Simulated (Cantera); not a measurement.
# Equilibrium for silicon epitaxy and polysilicon growth: Si₂H₆ + Cl₂ + H₂

A closed system holds: 1 mol Si₂H₆, 0.051 mol Cl₂, 12 mol H₂, at 2.90 mbar.

Cantera equilibrium calculation (NASA polynomials, part measured and part estimated; ideal gas, pure solids and liquids). Candidate condensed phases: Si; 19 gas species. The feed counts by its element totals alone. The tables' values for SiCl, SiCl₃ are old estimates; treat these amounts as uncertain. Gases not in the tables: Si₂H₆ and higher silanes. Equilibrium is a limit: real reactors are often held back by kinetics, nucleation or transport.

From 800 K to 1625 K the condensed part is Si(s). At 1700 K the condensed part is Si(l). The main Si-bearing gas is SiCl₄ at 800 K and Si at 1700 K.

```tsv
T (K)	log p H₂	log p HCl	log p H	log p SiCl₄	log p SiHCl₃	log p Si	log p SiCl₂	log p SiH	n Si(s)	n Si(l)
800	-2.54	-5.26	-12.81	-5.59	-5.91	<-14	-7.97	<-14	1.98	0
875	-2.54	-4.93	-11.57	-5.87	-6.13	<-14	-7.22	<-14	1.99	0
950	-2.54	-4.76	-10.52	-6.52	-6.64	<-14	-6.80	<-14	2.00	0
1025	-2.54	-4.72	-9.63	-7.50	-7.39	<-14	-6.66	<-14	2.00	0
1100	-2.54	-4.72	-8.86	-8.46	-8.12	-13.63	-6.59	-13.42	2.00	0
1175	-2.54	-4.72	-8.18	-9.32	-8.76	-12.27	-6.54	-12.29	2.00	0
1250	-2.54	-4.72	-7.59	-10.06	-9.33	-11.08	-6.50	-11.31	2.00	0
1325	-2.54	-4.72	-7.06	-10.73	-9.84	-10.03	-6.47	-10.44	2.00	0
1400	-2.54	-4.72	-6.58	-11.32	-10.29	-9.08	-6.44	-9.66	2.00	0
1475	-2.54	-4.72	-6.16	-11.85	-10.69	-8.24	-6.41	-8.96	2.00	0
1550	-2.54	-4.73	-5.77	-12.33	-11.06	-7.48	-6.39	-8.33	2.00	0
1625	-2.54	-4.73	-5.42	-12.77	-11.39	-6.79	-6.37	-7.76	2.00	0
1700	-2.54	-4.73	-5.10	-13.17	-11.70	-6.17	-6.36	-7.25	0	1.99
```
log p: log10 of the partial pressure in bar; n: condensed amount in mol.
